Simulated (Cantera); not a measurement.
A Cantera script and what it prints.

```python
import numpy as np
import cantera as ct

gas_names = [...]  # 87 gases of nasa_gas.yaml made of C, H, Si
cond_names = """
    C(gr) C6H6(L) C7H8(L) C8H18(L),n-octa Si(cr) Si(L) SiC(b)
""".split()


# ... load() reads the species with a 1 bar reference pressure and builds the phases ...
atoms = {
    'SiH4': {'Si': 1, 'H': 4},
    'C2H4': {'C': 2, 'H': 4},
    'H2': {'H': 2},
    'C2H2': {'C': 2, 'H': 2},
}
top_T = {'C(gr)': 4500, 'SiC(b)': 3050}  # K; cautious upper limits of use, not melting points


# ... equilibrate(T, P, feed) seeds the gas with the atoms and calls Mixture.equilibrate('TP', solver="vcs", rtol=1e-11, max_steps=5000) ...
results = []
T = 2600  # K
P = 2400  # Pa
for m in [0.099, 0.16, 0.22, 0.28, 0.34, 0.4, 0.46]:
    feed = {'SiH4': 1, 'C2H4': m, 'H2': 7.2, 'C2H2': 0.034}  # mol
    mix = equilibrate(T, P, feed)
    results.append((T, P, feed, dict(zip(mix.species_names, mix.species_moles))))
    x = sorted(zip(gas.X, gas.species_names), reverse=True)
    print(f"T = {T:g} K  P = {P:g} Pa  n(C2H4) = {m:g} mol  gas = {mix.phase_moles(0):.4g} mol")
    print("   x: " + "  ".join(f"{s} {v:.3e}" for v, s in x if v > 1e-05))
    print("   condensed (mol): " + ("  ".join(f"{mix.phase(i).name} {mix.phase_moles(i):.4g}"
          for i in range(1, mix.n_phases) if mix.phase_moles(i) > 1e-12) or "none"))
```

Output:

```
T = 2600 K  P = 2400 Pa  n(C2H4) = 0.099 mol  gas = 11.58 mol
   x: H2 7.063e-01  H 2.082e-01  Si 6.946e-02  SiC2 6.387e-03  Si2C 3.757e-03  C2H2,acetylene 3.082e-03  SiH 2.064e-03  Si2 3.655e-04  SiH2 1.747e-04  C2H 7.997e-05  SiC 2.686e-05  C 1.348e-05  C3 1.288e-05  Si3 1.042e-05
   condensed (mol): none
T = 2600 K  P = 2400 Pa  n(C2H4) = 0.16 mol  gas = 11.71 mol
   x: H2 7.058e-01  H 2.082e-01  Si 6.495e-02  SiC2 9.418e-03  C2H2,acetylene 4.857e-03  Si2C 4.126e-03  SiH 1.930e-03  Si2 3.196e-04  SiH2 1.632e-04  C2H 1.261e-04  SiC 3.154e-05  C3 2.550e-05  C 1.693e-05  C4H2 1.385e-05
   condensed (mol): none
T = 2600 K  P = 2400 Pa  n(C2H4) = 0.22 mol  gas = 11.84 mol
   x: H2 7.051e-01  H 2.080e-01  Si 6.104e-02  SiC2 1.225e-02  C2H2,acetylene 6.716e-03  Si2C 4.288e-03  SiH 1.813e-03  Si2 2.823e-04  C2H 1.744e-04  SiH2 1.532e-04  C3 4.154e-05  SiC 3.488e-05  C4H2 2.651e-05  C 1.992e-05
   condensed (mol): none
T = 2600 K  P = 2400 Pa  n(C2H4) = 0.28 mol  gas = 11.97 mol
   x: H2 7.041e-01  H 2.079e-01  Si 5.752e-02  SiC2 1.493e-02  C2H2,acetylene 8.670e-03  Si2C 4.329e-03  SiH 1.707e-03  Si2 2.507e-04  C2H 2.253e-04  SiH2 1.442e-04  C3 6.105e-05  C4H2 4.424e-05  SiC 3.737e-05  C 2.265e-05
   condensed (mol): none
T = 2600 K  P = 2400 Pa  n(C2H4) = 0.34 mol  gas = 12.11 mol
   x: H2 7.030e-01  H 2.077e-01  Si 5.432e-02  SiC2 1.743e-02  C2H2,acetylene 1.071e-02  Si2C 4.293e-03  SiH 1.611e-03  C2H 2.784e-04  Si2 2.235e-04  SiH2 1.360e-04  C3 8.396e-05  C4H2 6.755e-05  SiC 3.925e-05  C 2.519e-05  C2H2,vinylidene 1.155e-05
   condensed (mol): none
T = 2600 K  P = 2400 Pa  n(C2H4) = 0.4 mol  gas = 12.24 mol
   x: H2 7.031e-01  H 2.078e-01  Si 5.297e-02  SiC2 1.810e-02  C2H2,acetylene 1.140e-02  Si2C 4.212e-03  SiH 1.571e-03  C2H 2.965e-04  Si2 2.125e-04  SiH2 1.326e-04  C3 9.227e-05  C4H2 7.662e-05  SiC 3.949e-05  C 2.599e-05  C2H2,vinylidene 1.230e-05
   condensed (mol): C(gr) 0.07791
T = 2600 K  P = 2400 Pa  n(C2H4) = 0.46 mol  gas = 12.38 mol
   x: H2 7.038e-01  H 2.079e-01  Si 5.244e-02  SiC2 1.792e-02  C2H2,acetylene 1.141e-02  Si2C 4.130e-03  SiH 1.556e-03  C2H 2.967e-04  Si2 2.084e-04  SiH2 1.314e-04  C3 9.227e-05  C4H2 7.669e-05  SiC 3.910e-05  C 2.599e-05  C2H2,vinylidene 1.231e-05
   condensed (mol): C(gr) 0.1944
```

Cantera equilibrium calculation (NASA polynomials, part measured and part estimated; ideal gas, pure solids and liquids). Gases not in the tables: Si2H6 and higher silanes.
